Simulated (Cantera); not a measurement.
Charge: 1 mol CaCl2, 5 mol H2, held at 700 K and 0.133 bar.

Equilibrium computed with Cantera from the NASA thermochemical tables; the gas is ideal and each condensed phase is pure. Candidate condensed phases: Ca, CaCl2; 9 gas species. Kinetics and transport are ignored.

Base state: H2 1.00 (mole fractions); condensed: CaCl2(s).

### Question
What changes in the equilibrium state with this change: CaCl2 replaced by CaF2?

### Answer
```json
[
 {"species": "H2", "before": "1.00", "after": "1.00"},
 {"species": "CaCl2(s), mol", "before": "1.00", "after": "0"},
 {"species": "CaF2(s), mol", "before": "0", "after": "1.00"}
]
```
Further candidate phases: CaF2.
